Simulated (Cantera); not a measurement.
Charge: 1 mol B₂O₃, 2.5 mol H₂O, 2.1 mol N₂, equilibrated at 4.80 mbar.

Cantera equilibrium calculation (NASA polynomials, part measured and part estimated; ideal gas, pure solids and liquids). Candidate condensed phases: B, BN, B₂O₃, B₃O₃H₃, H₂O; 39 gas species. Gases not in the tables: H₃BO₃. The numbers say what is thermodynamically allowed, not how fast it happens. All values below are at 1573 K.

Base state: N₂ 0.375, HBO₂ 0.324, H₂O 0.283, B₂O₃ 0.0165, H₂ 0.00102, O₂ 0.000373, BO₂ 0.000264, OH 0.000188 (mole fractions); condensed: gas only.

Question: What changes in the equilibrium state with this change: pressure from 4.80 mbar to 1.00 bar?

Answer: 
```json
[
 {"species": "H₂O", "before": "0.283", "after": "0.516"},
 {"species": "N₂", "before": "0.375", "after": "0.449"},
 {"species": "HBO₂", "before": "0.324", "after": "0.0322"},
 {"species": "B₂O₃", "before": "0.0165", "after": "8.98e-5"},
 {"species": "BO₂", "before": "0.000264", "after": "3.67e-6"},
 {"species": "(HBO₂)₃", "before": "3.36e-5", "after": "0.00144"},
 {"species": "H", "before": "1.87e-5", "after": "6.43e-7"},
 {"species": "B₂O₃(l), mol", "before": "0", "after": "0.914"}
]
```
